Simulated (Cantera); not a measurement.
A Cantera script and its output.

```python
import numpy as np
import cantera as ct

gas = ct.Solution("gri30.yaml")
gas.TPX = 1400, 101325, {'C2H6': 1, 'H2': 21}
reactor = ct.IdealGasConstPressureReactor(gas, energy="off", clone=False)
net = ct.ReactorNet([reactor])
net.rtol, net.atol = 1e-08, 1e-18
show = ['C2H6', 'H2', 'H', 'CH2', 'C2H']
times = np.geomspace(0.0003, 10, 15)

steps = ct.SolutionArray(gas, extra=["t"])
rows = []
print(f"{'t/s':>10s}{'T/K':>9s}{'P/Pa':>11s}" + "".join(f"{s:>11s}" for s in show))
for t in times:
    while net.time < t:
        t_next = net.step()
        steps.append(gas.state, t=t_next)
    rows.append([np.interp(t, steps.t, y) for y in (steps.T, steps.P, *steps(*show).X.T)])
    print(f"{t:10.3e}{rows[-1][0]:9.1f}{rows[-1][1]:11.4g}" + "".join(f"{x:11.3e}" for x in rows[-1][2:]))
rate = np.gradient(steps.T, steps.t)
print("integrator steps:", len(steps.t))
if steps.T.max() > steps.T[0] + 200:
    print(f"time of steepest temperature rise: {steps.t[rate.argmax()]:.4e} s")
gas.TPX = 1400, 101325, {'C2H6': 1, 'H2': 21}
gas.equilibrate("TP")
print(f"equilibrium (TP): T = {gas.T:.1f} K  " + "  ".join(f"{s} {gas[s].X[0]:.3e}" for s in show))
```

Result:

```
       t/s      T/K       P/Pa       C2H6         H2          H        CH2        C2H
 3.000e-04   1400.0  1.013e+05  1.233e-02  9.470e-01  8.976e-05  5.383e-09  6.291e-11
 6.312e-04   1400.0  1.013e+05  3.798e-03  9.449e-01  6.484e-05  2.018e-09  1.234e-10
 1.328e-03   1400.0  1.013e+05  1.066e-03  9.441e-01  3.782e-05  6.397e-10  1.344e-10
 2.795e-03   1400.0  1.013e+05  4.833e-04  9.438e-01  2.531e-05  2.944e-10  1.387e-10
 5.880e-03   1400.0  1.013e+05  3.638e-04  9.434e-01  2.196e-05  2.277e-10  1.772e-10
 1.237e-02   1400.0  1.013e+05  2.931e-04  9.427e-01  1.994e-05  1.946e-10  2.284e-10
 2.603e-02   1400.0  1.013e+05  2.245e-04  9.418e-01  1.754e-05  1.592e-10  2.547e-10
 5.477e-02   1400.0  1.013e+05  1.804e-04  9.402e-01  1.543e-05  1.345e-10  2.423e-10
 1.152e-01   1400.0  1.013e+05  1.571e-04  9.376e-01  1.369e-05  1.210e-10  2.030e-10
 2.425e-01   1400.0  1.013e+05  1.323e-04  9.335e-01  1.166e-05  1.055e-10  1.489e-10
 5.102e-01   1400.0  1.013e+05  9.962e-05  9.279e-01  9.355e-06  8.386e-11  9.249e-11
 1.074e+00   1400.0  1.013e+05  6.437e-05  9.214e-01  7.203e-06  6.069e-11  4.711e-11
 2.259e+00   1400.0  1.013e+05  3.598e-05  9.157e-01  5.618e-06  4.287e-11  1.990e-11
 4.753e+00   1400.0  1.013e+05  2.139e-05  9.125e-01  4.828e-06  3.416e-11  8.785e-12
 1.000e+01   1400.0  1.013e+05  1.813e-05  9.118e-01  4.652e-06  3.226e-11  6.553e-12
integrator steps: 1336
equilibrium (TP): T = 1400.0 K  C2H6 1.800e-05  H2 9.117e-01  H 4.645e-06  CH2 3.218e-11  C2H 6.465e-12
```

Model: GRI-Mech 3.0 (53 species, 325 reactions), integrated in Cantera. GRI-Mech 3.0 stops at C3 and has no aromatics, soot or wall deposition, so with more carbon than oxygen in the feed, carbon stays in small species such as C2H2 where larger ones or solid carbon would form.
